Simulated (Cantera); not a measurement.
Feed: 1 mol SiC, 3.1 mol N₂O, 130 mol H₂, held at 1877 °C and 2.50 bar.

Cantera equilibrium calculation (NASA polynomials, part measured and part estimated; ideal gas, pure solids and liquids). Candidate condensed phases: C, C₆H₆, C₇H₈, C₈H₁₈, H₂O, Si, SiC, SiO₂, Si₂N₂O, Si₃N₄; 151 gas species. Equilibrium is a limit: real reactors are often held back by kinetics, nucleation or transport.

Base state: H₂ 0.952, N₂ 0.0229, H₂O 0.00812, SiO 0.00739, CO 0.00738, H 0.00260, CO₂ 1.23e-5 (mole fractions); condensed: gas only.

Q: What changes in the equilibrium state with this change: N₂O from 3.1 to 0.71 mol?

A: 
| species | before | after |
|---|---|---|
| H₂ | 0.952 | 0.986 |
| N₂ | 0.0229 | 0.00528 |
| SiO | 0.00739 | 0.00271 |
| H₂O | 0.00812 | 3.95e-6 |
| C₂H₂ (acetylene) | <1e-9 | 2.43e-5 |
| CO₂ | 1.23e-5 | 2.10e-9 |
| CH₄ | 9.69e-8 | 8.05e-5 |
| SiH₂ | 2.33e-7 | 0.000188 |
| SiH | 7.06e-8 | 5.61e-5 |
| SiC(s), mol | 0 | 0.600 |
Gases not in the tables: Si₂H₆ and higher silanes.

Q: What changes in the equilibrium state with this change: SiC replaced by Si₃N₄?

A: 
```tsv
species	before	after
H₂	0.952	0.938
N₂	0.0229	0.0369
SiO	0.00739	0.0217
CO	0.00738	0
CO₂	1.23e-5	0
H₂O	0.00812	0.000736
H	0.00260	0.00258
```
